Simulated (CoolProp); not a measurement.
Vapour-liquid equilibrium of cyclohexane (1) + m-xylene (2) at 0.0792 MPa; x and y are mole fractions of (1).

Values from CoolProp's multi-fluid Helmholtz-energy mixture model, Zhou 2014 and Zhou 2012; pair parameters Bell 2016.

```json
[
 {"x": "0.05", "bubble temperature, mixture model (°C)": "122.6", "bubble temperature, Raoult's law (°C)": "124.1", "y, mixture model": "0.229", "y, Raoult's law": "0.200"},
 {"x": "0.2", "bubble temperature, mixture model (°C)": "106.0", "bubble temperature, Raoult's law (°C)": "109.7", "y, mixture model": "0.603", "y, Raoult's law": "0.567"},
 {"x": "0.35", "bubble temperature, mixture model (°C)": "95.3", "bubble temperature, Raoult's law (°C)": "99.0", "y, mixture model": "0.768", "y, Raoult's law": "0.752"},
 {"x": "0.5", "bubble temperature, mixture model (°C)": "88.0", "bubble temperature, Raoult's law (°C)": "90.8", "y, mixture model": "0.856", "y, Raoult's law": "0.857"},
 {"x": "0.65", "bubble temperature, mixture model (°C)": "82.5", "bubble temperature, Raoult's law (°C)": "84.2", "y, mixture model": "0.912", "y, Raoult's law": "0.922"},
 {"x": "0.8", "bubble temperature, mixture model (°C)": "78.0", "bubble temperature, Raoult's law (°C)": "78.7", "y, mixture model": "0.953", "y, Raoult's law": "0.964"},
 {"x": "0.95", "bubble temperature, mixture model (°C)": "74.0", "bubble temperature, Raoult's law (°C)": "74.1", "y, mixture model": "0.989", "y, Raoult's law": "0.992"}
]
```

The largest gap from Raoult's law is -3.7 K in bubble temperature, at x = 0.35. No azeotrope shows between x = 0.05 and 0.95.

Pair parameters are fitted to limited data, so mixtures are less certain than the pure fluids.
